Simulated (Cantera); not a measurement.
**Thermodynamics of silicon carbide growth, feed SiH4 + C2H2 + H2**

Charge: 1 mol SiH4, 0.0077 mol C2H2, 1.4 mol H2, equilibrated at 1175 °C and 2.78 Torr.

Cantera equilibrium calculation (NASA polynomials, part measured and part estimated; ideal gas, pure solids and liquids). Candidate condensed phases: C, C6H6, C7H8, C8H18, Si, SiC; 87 gas species. Mutual solubility and eutectic melting of coexisting phases are not modelled. The numbers say what is thermodynamically allowed, not how fast it happens.

The x(H2) comes out as 1.000 and the x(H) is 0.000152. The n(Si(s)) is 0.985 mol. The n(SiC(s)) is 0.0154 mol, the gas amount is 3.408 mol and the log10 activity of C(graphite) (absent) is -2.23.
